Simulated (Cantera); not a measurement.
Input: 1 mol Fe(CO)5, 0.48 mol H2, at 1550 K and 368 Torr.

Method: chemical equilibrium by Gibbs-energy minimisation in Cantera with the NASA 1993 tables (ideal gas, pure condensed phases). Candidate condensed phases: C, C6H6, C7H8, C8H18, Fe, Fe(CO)5, FeO, Fe(OH)2, Fe(OH)3, Fe2O3, Fe3O4, H2O; 114 gas species. Iron dissolves carbon and melts from about 1420 K in contact with it, which pure phases cannot show. Condensed phases not in the tables: cementite and carbon dissolved in iron. Equilibrium is a limit: real reactors are often held back by kinetics, nucleation or transport.

Base state: CO 0.912, H2 0.0875, CO2 0.000177, H2O 4.74e-5, H 1.33e-5 (mole fractions); condensed: C(graphite) + Fe(γ).

**Question.** What changes in the equilibrium state with this change: temperature from 1550 K to 1175 K?

**Answer.** 
```tsv
species	before	after
CO	0.912	0.901
H2	0.0875	0.0872
CO2	0.000177	0.0108
H2O	4.74e-5	0.00133
H	1.33e-5	5.17e-8
CH4	7.63e-6	7.13e-5
C(graphite), mol	0.00117	0.0651
Fe(γ), mol	1.000	0
Fe(α), mol	0	1.00
```

**Question.** What changes in the equilibrium state with this change: Fe(CO)5 replaced by HgO?

**Answer.** 
```
species             before     after
----------------  --------  --------
Hg                       0     0.575
H2O                4.74e-5     0.276
O2                   <1e-9     0.149
CO                   0.912         0
H2                  0.0875   3.68e-6
OH                   <1e-9  0.000217
CO2               0.000177         0
H                  1.33e-5   8.64e-8
C(graphite), mol   0.00117         0
Fe(γ), mol           1.000         0
```
Further candidate phases: Hg, HgO.
